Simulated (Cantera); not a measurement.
Input (Python, Cantera) and output of one run.

```python
import numpy as np
import cantera as ct

gas_names = """
    CL CL2 H HCL H2 N NH NH2 NH3 N2 N2H2 N2H4 Si SiCL SiCL2 SiCL3 SiCL4 SiH SiHCL3 SiH2 SiH2CL2 SiH3
    SiH3CL SiH4 SiN Si2 Si2N Si3
""".split()
cond_names = """
    NH4CL(a) NH4CL(b) Si(cr) Si(L) Si3N4(a)
""".split()


# ... load() reads the species with a 1 bar reference pressure and builds the phases ...
atoms = {
    'SiH2Cl2': {'Si': 1, 'H': 2, 'CL': 2},
    'NH3': {'N': 1, 'H': 3},
}
top_T = {'Si3N4(a)': 2400}  # K; cautious upper limits of use, not melting points


# ... equilibrate(T, P, feed) seeds the gas with the atoms and calls Mixture.equilibrate('TP', solver="vcs", rtol=1e-11, max_steps=5000) ...
results = []
P = 36  # Pa
for T in [873, 973, 1073, 1173, 1273, 1373, 1473, 1573, 1673, 1773, 1873]:
    for m in [0.12, 0.19, 0.31, 0.49, 0.77, 1.2, 1.9, 3.1, 4.8, 7.7, 12, 19]:
        feed = {'SiH2Cl2': 1, 'NH3': m}  # mol
        mix = equilibrate(T, P, feed)
        results.append((T, P, feed, dict(zip(mix.species_names, mix.species_moles))))

for T, P, feed, n in results:
    print(f"{T:7g} {feed['NH3']:10.4g}  " + (" + ".join(c for c in cond_names if n.get(c, 0) > 1e-12) or "gas only"))
```

It prints:

```
    873       0.12  Si(cr) + Si3N4(a)
    873       0.19  Si(cr) + Si3N4(a)
    873       0.31  Si(cr) + Si3N4(a)
    873       0.49  Si(cr) + Si3N4(a)
    873       0.77  Si3N4(a)
    873        1.2  Si3N4(a)
    873        1.9  Si3N4(a)
    873        3.1  Si3N4(a)
    873        4.8  Si3N4(a)
    873        7.7  Si3N4(a)
    873         12  Si3N4(a)
    873         19  Si3N4(a)
    973       0.12  Si(cr) + Si3N4(a)
    973       0.19  Si(cr) + Si3N4(a)
    973       0.31  Si(cr) + Si3N4(a)
    973       0.49  Si(cr) + Si3N4(a)
    973       0.77  Si3N4(a)
    973        1.2  Si3N4(a)
    973        1.9  Si3N4(a)
    973        3.1  Si3N4(a)
    973        4.8  Si3N4(a)
    973        7.7  Si3N4(a)
    973         12  Si3N4(a)
    973         19  Si3N4(a)
   1073       0.12  Si(cr) + Si3N4(a)
   1073       0.19  Si(cr) + Si3N4(a)
   1073       0.31  Si(cr) + Si3N4(a)
   1073       0.49  Si(cr) + Si3N4(a)
   1073       0.77  Si3N4(a)
   1073        1.2  Si3N4(a)
   1073        1.9  Si3N4(a)
   1073        3.1  Si3N4(a)
   1073        4.8  Si3N4(a)
   1073        7.7  Si3N4(a)
   1073         12  Si3N4(a)
   1073         19  Si3N4(a)
   1173       0.12  Si(cr) + Si3N4(a)
   1173       0.19  Si(cr) + Si3N4(a)
   1173       0.31  Si(cr) + Si3N4(a)
   1173       0.49  Si(cr) + Si3N4(a)
   1173       0.77  Si3N4(a)
   1173        1.2  Si3N4(a)
   1173        1.9  Si3N4(a)
   1173        3.1  Si3N4(a)
   1173        4.8  Si3N4(a)
   1173        7.7  Si3N4(a)
   1173         12  Si3N4(a)
   1173         19  Si3N4(a)
   1273       0.12  Si(cr) + Si3N4(a)
   1273       0.19  Si(cr) + Si3N4(a)
   1273       0.31  Si(cr) + Si3N4(a)
   1273       0.49  Si3N4(a)
   1273       0.77  Si3N4(a)
   1273        1.2  Si3N4(a)
   1273        1.9  Si3N4(a)
   1273        3.1  Si3N4(a)
   1273        4.8  Si3N4(a)
   1273        7.7  Si3N4(a)
   1273         12  Si3N4(a)
   1273         19  Si3N4(a)
   1373       0.12  Si(cr) + Si3N4(a)
   1373       0.19  Si(cr) + Si3N4(a)
   1373       0.31  Si(cr) + Si3N4(a)
   1373       0.49  Si3N4(a)
   1373       0.77  Si3N4(a)
   1373        1.2  Si3N4(a)
   1373        1.9  Si3N4(a)
   1373        3.1  Si3N4(a)
   1373        4.8  Si3N4(a)
   1373        7.7  Si3N4(a)
   1373         12  Si3N4(a)
   1373         19  Si3N4(a)
   1473       0.12  Si(cr)
   1473       0.19  Si(cr)
   1473       0.31  Si(cr)
   1473       0.49  Si(cr) + Si3N4(a)
   1473       0.77  Si(cr) + Si3N4(a)
   1473        1.2  Si3N4(a)
   1473        1.9  Si3N4(a)
   1473        3.1  Si3N4(a)
   1473        4.8  Si3N4(a)
   1473        7.7  Si3N4(a)
   1473         12  Si3N4(a)
   1473         19  Si3N4(a)
   1573       0.12  Si(cr)
   1573       0.19  Si(cr)
   1573       0.31  Si(cr)
   1573       0.49  Si(cr)
   1573       0.77  Si(cr)
   1573        1.2  Si(cr)
   1573        1.9  Si(cr)
   1573        3.1  Si(cr)
   1573        4.8  Si(cr)
   1573        7.7  Si(cr)
   1573         12  Si(cr)
   1573         19  Si(cr)
   1673       0.12  Si(cr)
   1673       0.19  Si(cr)
   1673       0.31  Si(cr)
   1673       0.49  Si(cr)
   1673       0.77  Si(cr)
   1673        1.2  Si(cr)
   1673        1.9  Si(cr)
   1673        3.1  Si(cr)
   1673        4.8  Si(cr)
   1673        7.7  Si(cr)
   1673         12  Si(cr)
   1673         19  Si(cr)
   1773       0.12  Si(L)
   1773       0.19  Si(L)
   1773       0.31  Si(L)
   1773       0.49  Si(L)
   1773       0.77  Si(L)
   1773        1.2  Si(L)
   1773        1.9  Si(L)
   1773        3.1  Si(L)
   1773        4.8  Si(L)
   1773        7.7  Si(L)
   1773         12  Si(L)
   1773         19  Si(L)
   1873       0.12  Si(L)
   1873       0.19  Si(L)
   1873       0.31  Si(L)
   1873       0.49  Si(L)
   1873       0.77  Si(L)
   1873        1.2  Si(L)
   1873        1.9  Si(L)
   1873        3.1  Si(L)
   1873        4.8  Si(L)
   1873        7.7  Si(L)
   1873         12  gas only
   1873         19  gas only
```

Cantera equilibrium calculation (NASA polynomials, part measured and part estimated; ideal gas, pure solids and liquids). Mutual solubility and eutectic melting of coexisting phases are not modelled. The tables' values for SiCl3 are old estimates.
